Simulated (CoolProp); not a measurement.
Vapour-liquid equilibrium of methanol (1) + isohexane (2) at 412.7 K; x and y are mole fractions of (1).

Model: multi-fluid Helmholtz-energy mixture model, de Reuck 1993 and Lemmon 2006; pair parameters Bell 2016, in CoolProp.

```tsv
x	bubble pressure, mixture model (kPa)	bubble pressure, Raoult's law (kPa)	y, mixture model	y, Raoult's law
0.05	888.2	755.2	0.169	0.071
0.15	1097	789.1	0.347	0.205
0.25	1226	823.1	0.442	0.327
0.35	1302	857.1	0.504	0.440
0.45	1346	891.0	0.550	0.544
0.55	1367	925.0	0.589	0.641
0.65	1369	959.0	0.630	0.731
0.75	1350	992.9	0.680	0.814
0.85	1293	1027	0.757	0.892
0.95	1173	1061	0.891	0.965
```

The largest gap from Raoult's law is +51.9 % in bubble pressure, at x = 0.35. y crosses x between x = 0.55 and 0.65: the model has an azeotrope there.

Pair parameters are fitted to limited data, so mixtures are less certain than the pure fluids. With so large a gap from Raoult's law the liquid may split in two, which this calculation doesn't test in full.
